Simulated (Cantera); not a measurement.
**Ammonia decomposition in nitride growth gas**

An isothermal, constant-pressure homogeneous reactor starts with NH3 : N2 = 1 : 0.74 (molar parts), at 1823 K and 1.10 bar.

Computed with Cantera and the gas-phase N/H chemistry of the illustrative SiF4/NH3 mechanism in the Surface Chemkin manual (1991). Walls and surfaces, which speed up NH3 decomposition in real reactors, are not modelled.

| t (s) | x NH3 | x H2 | x N2H2 | x H | x NH |
|---|---|---|---|---|---|
| 6.00e-5 | 0.575 | 4.97e-5 | 7.09e-8 | 8.88e-8 | 1.53e-7 |
| 0.000175 | 0.574 | 0.000182 | 5.74e-7 | 1.53e-7 | 8.41e-7 |
| 0.000513 | 0.573 | 0.000903 | 1.49e-6 | 4.19e-7 | 1.67e-6 |
| 0.00150 | 0.571 | 0.00342 | 1.56e-6 | 1.07e-6 | 1.81e-6 |
| 0.00438 | 0.563 | 0.0107 | 1.52e-6 | 2.86e-6 | 2.03e-6 |
| 0.0128 | 0.542 | 0.0312 | 1.42e-6 | 7.73e-6 | 2.38e-6 |
| 0.0375 | 0.486 | 0.0846 | 1.19e-6 | 2.04e-5 | 2.68e-6 |
| 0.110 | 0.364 | 0.201 | 7.67e-7 | 5.13e-5 | 2.64e-6 |
| 0.320 | 0.186 | 0.370 | 2.92e-7 | 0.000114 | 2.08e-6 |
| 0.936 | 0.0520 | 0.498 | 4.62e-8 | 0.000206 | 1.09e-6 |
| 2.74 | 0.00995 | 0.538 | 3.01e-9 | 0.000280 | 3.33e-7 |
| 8.00 | 0.00232 | 0.545 | 1.94e-10 | 0.000303 | 8.89e-8 |
| 23.4 | 0.000683 | 0.547 | 1.74e-11 | 0.000307 | 2.67e-8 |
| 68.4 | 0.000222 | 0.547 | 2.05e-12 | 0.000307 | 8.68e-9 |
| 200 | 7.48e-5 | 0.547 | <1e-12 | 0.000308 | 2.93e-9 |
x: mole fraction; the columns are a selection and need not sum to one.

Equilibrium at this temperature and pressure: NH3 8.28e-6, H2 0.547, N2H2 <1e-12, H 0.000308, NH 3.24e-10 (gas phase only).
